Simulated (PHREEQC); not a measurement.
Consider water at 30 °C with 0.0042 mol/kgw HF, 0.00032 mol/kgw NaF, 9.8e-05 mol/kgw (NH4)2SiF6 and 0.12 mol/kgw H2SO4. Closed to the air; pH follows from the charge balance.

Computed with PHREEQC (ion-association model, phreeqc.dat).

The ionic strength comes out as 0.160 mol/kgw. What activity coefficients do NH4+, NH4SO4-, F-, SiF6-2, NaSO4- get?

NH4+ 0.70, NH4SO4- 0.76, F- 0.72, SiF6-2 0.32, NaSO4- 0.76.

This is a speciation only: nothing precipitates in the calculation. Species that the database lacks are ignored. SiF6-2 is the database's only silicon fluoride.
